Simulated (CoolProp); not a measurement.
R365MFC at several states: Z from the reference equation and from simpler models built on Tc = 186.9 °C, pc = 3.266 MPa, ω = 0.377; each cubic takes its own stable root.

Computed with CoolProp (reference Helmholtz-energy equation of state, Lemmon 2016).

```tsv
T (°C)	p (MPa)	phase	reference	Redlich-Kwong	Peng-Robinson
17.75	2.29	liquid	0.1097	0.1243	0.1051
8.35	0.0754	liquid	0.003692	0.9687	0.003544
116.85	5.89	liquid	0.2530	0.2898	0.2446
64.15	5.47	liquid	0.2431	0.2751	0.2319
```

At some of these states Redlich-Kwong gives the other phase, because its saturation line lies elsewhere.
